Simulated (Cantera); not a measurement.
Feed: 1 mol SiF₄, 3 mol N₂O, held at 30.0 mbar.

Cantera equilibrium calculation (NASA polynomials, part measured and part estimated; ideal gas, pure solids and liquids). Candidate condensed phases: Si, SiO₂, Si₂N₂O, Si₃N₄; 28 gas species. The numbers say what is thermodynamically allowed, not how fast it happens.

Question: At 527 °C, list the 3 most abundant gas species with their mole fractions, and the condensed phases.

Answer: N₂ 0.545, O₂ 0.273, SiF₄ 0.182. Condensed: gas only.
